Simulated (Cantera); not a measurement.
**Fe2O3 + H2S + H2O (roasting and sulfation)**

Input: 1 mol Fe2O3, a varied amount of H2S, 2.3 mol H2O, equilibrated at 1550 K and 0.130 bar.

Equilibrium computed with Cantera from the NASA thermochemical tables; the gas is ideal and each condensed phase is pure. Candidate condensed phases: Fe, FeO, Fe(OH)2, Fe(OH)3, FeS, FeSO4, FeS2, Fe2O3, Fe2(SO4)3, Fe3O4, H2O, H2SO4, S; 22 gas species. Mutual solubility and eutectic melting of coexisting phases are not modelled. The tables' stoichiometric FeO is somewhat more stable than real wüstite, so its field is too wide. FeO: taken at fixed stoichiometry. Equilibrium is a limit: real reactors are often held back by kinetics, nucleation or transport.

```tsv
n(H2S) (mol)	x H2O	x SO2	x H2	x S2	x H2S	x SO	x SH	x S2O	n FeO(s)	n Fe3O4(s)
0.18	0.916	0.0674	0.0163	6.31e-6	4.25e-5	0.000255	6.30e-6	9.70e-7	0.486	0.505
0.21	0.907	0.0768	0.0162	8.21e-6	4.80e-5	0.000291	7.15e-6	1.26e-6	0.754	0.415
0.25	0.895	0.0889	0.0159	1.10e-5	5.47e-5	0.000336	8.21e-6	1.69e-6	1.11	0.296
0.29	0.884	0.100	0.0157	1.40e-5	6.10e-5	0.000379	9.20e-6	2.15e-6	1.47	0.177
0.35	0.867	0.116	0.0159	2.08e-5	7.51e-5	0.000451	1.13e-5	3.12e-6	2.00	0
0.41	0.820	0.121	0.0509	0.00300	0.00289	0.00160	0.000243	0.000133	2.00	0
0.49	0.790	0.117	0.0702	0.0119	0.00792	0.00221	0.000566	0.000366	2.00	0
0.58	0.767	0.110	0.0833	0.0232	0.0131	0.00253	0.000862	0.000584	2.00	0
0.69	0.744	0.100	0.0951	0.0368	0.0189	0.00271	0.00116	0.000790	2.00	0
0.82	0.722	0.0891	0.107	0.0520	0.0252	0.00279	0.00146	0.000966	2.00	0
```
x: gas mole fraction; n: condensed amount in mol.

From 0.18 mol H2S to 0.29 mol H2S the condensed part is FeO(s) + Fe3O4(s). From 0.35 mol H2S to 0.82 mol H2S the condensed part is FeO(s). The main Fe-bearing gas is Fe(OH)2 throughout.
